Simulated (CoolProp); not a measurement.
Benzene along the isobar 8.64 bar: fugacity coefficient from the reference equation and from simpler models built on Tc = 562.0 K, pc = 49.06 bar, ω = 0.211; each cubic takes its own stable root.

The numbers come from the reference Helmholtz-energy equation of state, Thol 2012 in CoolProp.

```csv
T (K),phase,reference,van der Waals,Redlich-Kwong,Soave-Redlich-Kwong,Peng-Robinson
289.5,liquid,0.009971,0.1917,0.01973,0.01023,0.01084
299.4,liquid,0.01592,0.2359,0.03033,0.01621,0.01700
309.4,liquid,0.02462,?,0.04515,0.02492,0.02588
319.4,liquid,0.03679,0.3442,0.06506,0.03711,?
329.4,liquid,0.05334,0.4083,?,0.05367,0.05486
339.3,liquid,0.07501,0.4783,0.1238,0.07538,0.07655
349.3,liquid,0.1032,0.5559,0.1649,?,0.1047
359.3,liquid,0.1390,0.6401,0.2150,0.1397,0.1403
369.2,liquid,0.1827,0.7300,0.2742,0.1838,0.1838
379.2,liquid,?,0.8273,0.3446,0.2382,0.2373
389.2,liquid,0.3008,0.8766,0.4261,0.3034,0.3013
399.2,liquid,0.3767,0.8836,0.5191,0.3805,0.3768
409.1,liquid,0.4639,0.8900,0.6229,0.4693,0.4636
419.1,liquid,0.5649,0.8959,0.7394,0.5723,0.5642
```

Question: Some entries are withheld; supply them.

Answer: 
- 309.4, van der Waals: 0.2868
- 319.4, Peng-Robinson: 0.03821
- 329.4, Redlich-Kwong: 0.09105
- 349.3, Soave-Redlich-Kwong: 0.1037
- 379.2, reference: 0.2365

At some of these states van der Waals gives the other phase, because its saturation line lies elsewhere.
